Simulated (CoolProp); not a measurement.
p-xylene along the isotherm 346.85 °C: density (kg/m³) from the reference equation and from simpler models built on Tc = 343.0 °C, pc = 3532 kPa, ω = 0.324; each cubic takes its own stable root.

Model: reference Helmholtz-energy equation of state, Zhou 2012, in CoolProp.

| p (kPa) | phase | reference |
|---|---|---|
| 803 | gas | 18.14 |
| 1610 | gas | 40.79 |
| 2410 | gas | 71.34 |
| 3210 | gas | 124.1 |
| 4010 | supercritical | 399.7 |
| 4820 | supercritical | 448.6 |
| 5620 | supercritical | 472.4 |
| 6420 | supercritical | 489.1 |
| 7220 | supercritical | 502.0 |
| 8030 | supercritical | 512.9 |
| 8830 | supercritical | 522.0 |

**Question.** How far does each simpler model (van der Waals, Redlich-Kwong) lie from the reference over these 11 states: mean and median of the absolute difference, and the worst?

**Answer.** 
- van der Waals: mean 22.9 %, median 32.0 %, worst -33.2 % at 346.85 °C and 4820 kPa
- Redlich-Kwong: mean 12.9 %, median 16.4 %, worst -22.8 % at 346.85 °C and 4010 kPa
